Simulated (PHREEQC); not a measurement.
## Hard or scaling water: speciation

A solution holds 0.0014 mol/kgw CaCl2, 0.00032 mol/kgw Na2SO4 and 0.01 mol/kgw MgSO4, at 25 °C. Closed to the air; pH follows from the charge balance.

The numbers come from PHREEQC with the Pitzer model, pitzer.dat.

Each row changes one thing in this solution. No solid was allowed to form.

```csv
case,MgOH+ (mol/kgw),HSO4- (mol/kgw),SI of Gypsum (CaSO4:2H2O),SI of Epsomite (MgSO4:7H2O)
as made,7.18e-8,5.10e-8,-1.08,-2.92
diluted 5-fold with water,2.11e-8,1.41e-8,-2.06,(withheld)
temperature from 25 to 90 °C,1.26e-6,1.49e-6,-0.98,(withheld)
Na2SO4 from 0.00032 to 0.00016 mol/kgw,7.18e-8,5.04e-8,-1.08,-2.93
temperature from 25 to 70 °C,5.55e-7,6.02e-7,(withheld),(withheld)
Na2SO4 from 0.00032 to 0.000288 mol/kgw,7.18e-8,(withheld),-1.08,-2.93
diluted 2-fold with water,4.32e-8,2.98e-8,-1.48,-3.34
MgSO4 from 0.01 to 0.005 mol/kgw,4.25e-8,2.95e-8,-1.19,-3.35
diluted 100-fold with water,1.42e-9,9.16e-10,-4.33,-6.23
```

### Question
Complete the blanks.

### Answer

- diluted 5-fold with water, SI of Epsomite (MgSO4:7H2O): -3.94
- temperature from 25 to 90 °C, SI of Epsomite (MgSO4:7H2O): -3.42
- temperature from 25 to 70 °C, SI of Gypsum (CaSO4:2H2O): -1.04
- temperature from 25 to 70 °C, SI of Epsomite (MgSO4:7H2O): -3.28
- Na2SO4 from 0.00032 to 0.000288 mol/kgw, HSO4- (mol/kgw): 5.09e-8

Species that the database lacks are ignored. At this temperature some constants are extrapolated from 25 °C, and those without enthalpy data are left unchanged.
